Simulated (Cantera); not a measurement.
Cantera with NASA thermochemical tables; ideal gases at 1 bar, condensed phases pure. Values are per mole of reaction as written; species without (g) are pure solids or liquids, kept so even where they would boil at 1 bar.

CaO + Br2(g) = CaBr2 + O(g), with ΔH° = 170.1 kJ and ΔS° = 7.1 J/K at 300 K.

Q: How far is the shortcut ΔG° ≈ ΔH°(300 K) − T·ΔS°(300 K) from the full temperature-dependent value at 500, 525, 550, 575, 600, 625, 650 K?

A: 
| T (K) | shortcut (kJ) | full (kJ) | difference (kJ) | difference in log10 K |
|---|---|---|---|---|
| 500 | 166.6 | 165.6 | 1.0 | -0.10 |
| 525 | 166.4 | 165.2 | 1.2 | -0.12 |
| 550 | 166.2 | 164.8 | 1.4 | -0.13 |
| 575 | 166.0 | 164.4 | 1.7 | -0.15 |
| 600 | 165.8 | 163.9 | 1.9 | -0.17 |
| 625 | 165.7 | 163.4 | 2.2 | -0.18 |
| 650 | 165.5 | 163.0 | 2.5 | -0.20 |
The shortcut ignores the heat-capacity change of the reaction.
